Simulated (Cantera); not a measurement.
Input (Python, Cantera) and output of one run.

```python
import numpy as np
import cantera as ct

gas_names = """
    B BH BH2 BH3 BN BO BO2 B2 B2O B2O2 B2O3 B3O3H3 H HBO HBO2 HNO HNO2 HNO3 HO2 H2 H2O H2O2 H3B3O6 N NH
    NH2 NH3 NH2OH NO NO2 NO3 N2 N2H2 N2H4 N2O O OH O2 O3
""".split()
cond_names = """
    B(b) B(L) BN(s) B2O3(L) B3O3H3(cr) H2O(s) H2O(L)
""".split()


def load(file, names, dense=False):
    # The tables refer to 1 bar. Condensed volumes are neglected.
    table = {s.name: s for s in ct.Species.list_from_file(file)}
    out = []
    for n in names:
        d = dict(table[n].input_data)
        d["thermo"] = dict(d["thermo"], **{"reference-pressure": 1e5})
        if dense:
            d["equation-of-state"] = {"model": "constant-volume", "density": "1e6 g/cm^3"}
        out.append(ct.Species.from_dict(d))
    return out


gas = ct.Solution(thermo="ideal-gas", species=load("nasa_gas.yaml", gas_names))
cond = {s.name: ct.Solution(thermo="fixed-stoichiometry", species=[s], name=s.name)
        for s in load("nasa_condensed.yaml", cond_names, dense=True)}
atoms = {
    'borazine': {'B': 3, 'N': 3, 'H': 6},
    'H2': {'H': 2},
    'N2': {'N': 2},
    'O2': {'O': 2},
}
top_T = {'BN(s)': 3200}  # K; cautious upper limits of use, not melting points


def equilibrate(T, P, feed):
    n = {}
    for name, mol in feed.items():
        for a, k in atoms[name].items():
            n[a] = n.get(a, 0.0) + k * mol
    gas.TPX = T, P, n
    mass = sum(n.values()) * gas.mean_molecular_weight
    gas.equilibrate("TP")
    valid = [c for c in cond.values() if c.min_temp <= T <= top_T.get(c.name, c.max_temp)]
    mix = ct.Mixture([(gas, mass / gas.mean_molecular_weight)] + [(c, 0.0) for c in valid])
    mix.T, mix.P = T, P
    mix.equilibrate("TP", solver="vcs", rtol=1e-11, max_steps=5000)
    return mix


results = []
feed = {'borazine': 1, 'H2': 23, 'N2': 0.37, 'O2': 7.4}  # mol
T = 1425  # K
P = 3200  # Pa
mix = equilibrate(T, P, feed)
results.append((T, P, feed, dict(zip(mix.species_names, mix.species_moles))))
print(gas.report(threshold=0.0001))
for i in range(1, mix.n_phases):
    print(f"{mix.phase(i).name:16s} {mix.phase_moles(i):12.5e} mol")
```

Output:

```
       temperature   1425 K
          pressure   3200 Pa
           density   0.0029392 kg/m^3
  mean mol. weight   10.882 kg/kmol
   phase of matter   gas

                          1 kg             1 kmol
                     ---------------   ---------------
          enthalpy       -6.0848e+06       -6.6218e+07  J
   internal energy       -7.1736e+06       -7.8066e+07  J
           entropy             22862         2.488e+05  J/K
    Gibbs function       -3.8664e+07       -4.2076e+08  J
 heat capacity c_p            3566.8             38815  J/K
 heat capacity c_v            2802.7             30500  J/K

                      mass frac. Y      mole frac. X     chem. pot. / RT
                     ---------------   ---------------   ---------------
              B2O3        0.00085856        0.00013421           -124.63
              HBO2           0.15832          0.039321           -87.819
                H2           0.10229           0.55219           -22.491
               H2O            0.5667           0.34233           -51.011
            H3B3O6         0.0024472         0.0002026           -263.46
                N2           0.16932          0.065774           -32.019
     [  +33 minor]        5.8184e-05        5.0289e-05

B(b)              0.00000e+00 mol
BN(s)             0.00000e+00 mol
B2O3(L)           9.28277e-01 mol
B3O3H3(cr)        0.00000e+00 mol
```

These are equilibrium values from Cantera (NASA tables, ideal gas, pure condensed phases), not measurements of a reactor. The feed counts by its element totals alone. Gases not in the tables: H3BO3.
